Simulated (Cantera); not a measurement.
Charge: 1 mol Ta2O5, 0.36 mol C, 0.71 mol H2, held at 39.0 Pa.

These are equilibrium values from Cantera (NASA tables, ideal gas, pure condensed phases), not measurements of a reactor. Candidate condensed phases: C, C6H6, C7H8, C8H18, H2O, Ta, TaC, Ta2O5; 113 gas species. Mutual solubility and eutectic melting of coexisting phases are not modelled. Condensed phases not in the tables: Ta2C, N, O or C dissolved in the metal. Rates play no part.

At 1973 K, list the 6 most abundant gas species with their mole fractions, and the condensed phases.

H2 0.617, CO 0.327, H 0.0537, TaO2 0.00167, H2O 0.00100, TaO 0.000321. Condensed: Ta(s) + Ta2O5(s).
